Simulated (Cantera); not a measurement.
A closed system holds: 1 mol Ti, 0.058 mol O2, 3.8 mol H2, held at 0.00133 bar.

These are equilibrium values from Cantera (NASA tables, ideal gas, pure condensed phases), not measurements of a reactor. Candidate condensed phases: H2O, Ti, TiO, TiO2, Ti2O3, Ti3O5, Ti4O7; 12 gas species. Mutual solubility and eutectic melting of coexisting phases are not modelled. TiO: taken at fixed stoichiometry. Condensed phases not in the tables: N, O or C dissolved in the metal. The numbers say what is thermodynamically allowed, not how fast it happens. All values below are at 1798 K.

Base state: H2 0.990, H 0.00959, Ti 0.000355, TiO 1.24e-5 (mole fractions); condensed: Ti(β) + TiO(s).

Problem. What changes in the equilibrium state with this change: pressure from 0.00133 bar to 0.0650 bar?

Solution. 
```csv
species,before,after
H2,0.990,0.999
H,0.00959,0.00138
Ti,0.000355,7.28e-6
TiO,1.24e-5,2.54e-7
"Ti(β), mol",0.883,0.884
"TiO(s), mol",0.116,0.116
```
